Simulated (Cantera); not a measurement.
An adiabatic, constant-volume homogeneous reactor starts with 18.3 % CO, 21.9 % H₂, 12.6 % O₂, 47.2 % N₂, equivalence ratio 1.6, at 1323 K and 1.00 bar.

Model: GRI-Mech 3.0 (53 species, 325 reactions), integrated in Cantera.

### Question
Predict: time of steepest temperature rise; temperature at 0.700 s; equilibrium temperature; x(CO) at 0.700 s; x(H₂) at 0.700 s; x(O₂) at 0.700 s; x(OH) at 0.700 s; x(NO) at 0.700 s; x(CO₂) at 0.700 s.

### Answer
```
Property                                                            Result
---------------------------------  ---------------------------------------
time of steepest temperature rise                                  29.5 µs
temperature at 0.700 s                                              2938 K
equilibrium temperature                                             2938 K
x(CO) at 0.700 s                       0.140 (gas-phase equilibrium 0.140)
x(H₂) at 0.700 s                     0.0522 (gas-phase equilibrium 0.0522)
x(O₂) at 0.700 s                   0.00686 (gas-phase equilibrium 0.00686)
x(OH) at 0.700 s                     0.0215 (gas-phase equilibrium 0.0215)
x(NO) at 0.700 s                   0.00649 (gas-phase equilibrium 0.00649)
x(CO₂) at 0.700 s                    0.0619 (gas-phase equilibrium 0.0619)
```
